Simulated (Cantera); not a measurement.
What does this Cantera script print?

```python
import numpy as np
import cantera as ct

gas_names = """
    H2O NbO2 H2O2
""".split()
cond_names = """
    Nb2O5(s) Nb2O5(L)
""".split()


# ... load() reads the species with a 1 bar reference pressure and builds the phases ...
species = {s.name: s for s in load("nasa_gas.yaml", gas_names) + load("nasa_condensed.yaml", cond_names)}
# Each term lists the table entries of one substance; the one whose range holds T is used.
reactions = {
    'Nb2O5 + H2O(g) = 2 NbO2(g) + H2O2(g)':
        [(-1, ['Nb2O5(s)', 'Nb2O5(L)']), (-1, ['H2O']), (2, ['NbO2']), (1, ['H2O2'])],
}


def pick(names, T):
    return next(species[n] for n in names if species[n].thermo.min_temp <= T <= species[n].thermo.max_temp)


results = []
for label, terms in reactions.items():
    print(label)
    print("     T/K   dH/kJ  dS/(J/K)   dG/kJ   log10 K")
    for T in [873, 1073, 1273, 1473, 1673, 1873, 2073, 2273, 2473, 2673]:
        used = [(nu, pick(names, T)) for nu, names in terms]
        dH = sum(nu * s.thermo.h(T) for nu, s in used) / 1e6
        dS = sum(nu * s.thermo.s(T) for nu, s in used) / 1e3
        dG = dH - T * dS / 1e3
        logK = -dG * 1e6 / (ct.gas_constant * T * np.log(10))
        results.append((label, T, dH, dS, dG, logK, [s.name for _, s in used]))
        print(f"{T:8g} {dH:8.1f} {dS:8.1f} {dG:8.1f} {logK:8.2f}")
```

Output:

```
Nb2O5 + H2O(g) = 2 NbO2(g) + H2O2(g)
     T/K   dH/kJ  dS/(J/K)   dG/kJ   log10 K
     873   1582.6    412.6   1222.3   -73.14
    1073   1574.0    403.8   1140.7   -55.53
    1273   1565.1    396.2   1060.7   -43.52
    1473   1556.1    389.6    982.2   -34.83
    1673   1546.9    383.8    904.8   -28.25
    1873   1428.2    317.3    833.9   -23.25
    2073   1407.3    306.7    771.5   -19.44
    2273   1386.4    297.1    711.1   -16.34
    2473   1365.5    288.3    652.6   -13.78
    2673   1344.6    280.1    595.8   -11.64
```

Cantera with NASA thermochemical tables; ideal gases at 1 bar, condensed phases pure. Condensed species are held in their standard states even where they would react or evaporate.
